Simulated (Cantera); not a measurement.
Charge: 1 mol SiH4, 0.021 mol Cl2, 75 mol H2, equilibrated at 975 Torr.

Cantera equilibrium calculation (NASA polynomials, part measured and part estimated; ideal gas, pure solids and liquids). Candidate condensed phases: Si; 19 gas species. Kinetics and transport are ignored. All values below are at 1423 K.

Base state: H2 0.999, HCl 0.000543 (mole fractions); condensed: Si(s).

What changes in the equilibrium state with this change: Cl2 from 0.021 to 0.4 mol?


```csv
species,before,after
H2,0.999,0.990
HCl,0.000543,0.00961
SiCl2,8.89e-7,0.000281
SiCl3,2.31e-9,1.30e-5
SiHCl3,3.40e-9,1.91e-5
SiH2Cl2,7.42e-8,2.33e-5
"Si(s), mol",1.000,0.973
```
The tables' values for SiCl3 are old estimates; treat these amounts as uncertain.
